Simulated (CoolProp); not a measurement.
Sulfur dioxide along the isobar 34400 kPa: density (kg/m³) from the reference equation and from simpler models built on Tc = 430.6 K, pc = 7887 kPa, ω = 0.256; each cubic takes its own stable root.

Computed with CoolProp (reference Helmholtz-energy equation of state, Gao 2016).

```json
[
 {"T (K)": "313.7", "phase": "liquid", "reference": "1392"},
 {"T (K)": "328.6", "phase": "liquid", "reference": "1357"},
 {"T (K)": "343.5", "phase": "liquid", "reference": "1321"},
 {"T (K)": "358.4", "phase": "liquid", "reference": "1284"},
 {"T (K)": "373.3", "phase": "liquid", "reference": "1246"},
 {"T (K)": "388.2", "phase": "liquid", "reference": "1207"},
 {"T (K)": "403.1", "phase": "liquid", "reference": "1167"},
 {"T (K)": "418", "phase": "liquid", "reference": "1125"},
 {"T (K)": "432.9", "phase": "supercritical", "reference": "1081"},
 {"T (K)": "447.8", "phase": "supercritical", "reference": "1035"},
 {"T (K)": "462.8", "phase": "supercritical", "reference": "988.2"},
 {"T (K)": "477.7", "phase": "supercritical", "reference": "939.9"},
 {"T (K)": "492.6", "phase": "supercritical", "reference": "890.5"},
 {"T (K)": "507.5", "phase": "supercritical", "reference": "840.7"}
]
```

Q: How far does each simpler model (van der Waals, Redlich-Kwong) lie from the reference over these 14 states: mean and median of the absolute difference, and the worst?

A: 
- van der Waals: mean 30.2 %, median 31.5 %, worst -36.6 % at 313.7 K and 34400 kPa
- Redlich-Kwong: mean 10.4 %, median 11.0 %, worst -11.5 % at 313.7 K and 34400 kPa
